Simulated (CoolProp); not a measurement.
Properties of n-undecane at several states.

The numbers come from the reference Helmholtz-energy equation of state, Aleksandrov 2011 in CoolProp. It is a short technical equation, of lower accuracy than the large ones.

| T (K) | p (bar) | phase | density (kg/m³) | isothermal compressibility (1/MPa) | fugacity coefficient |
|---|---|---|---|---|---|
| 411.7 | 0.239 | liquid | 648.4 | ___ | 0.7967 |
| 452.5 | 2.15 | liquid | ___ | ___ | ___ |
| 495.7 | 2.5 | liquid | 574.2 | ___ | 0.6806 |
| 367.9 | 3.12 | liquid | 683.4 | ___ | ___ |
| 449.4 | 0.136 | gas | 0.5749 | 74.31 | 0.9897 |
| 322.2 | 0.746 | liquid | 718.2 | 0.001236 | ___ |

Task: Some entries are withheld; supply them.

Result: 
- 411.7, isothermal compressibility (1/MPa): 0.002502
- 452.5, density (kg/m³): 614.4
- 452.5, isothermal compressibility (1/MPa): 0.003652
- 452.5, fugacity coefficient: 0.2972
- 495.7, isothermal compressibility (1/MPa): 0.005954
- 367.9, isothermal compressibility (1/MPa): 0.001733
- 367.9, fugacity coefficient: 0.01142
- 322.2, fugacity coefficient: 0.004123
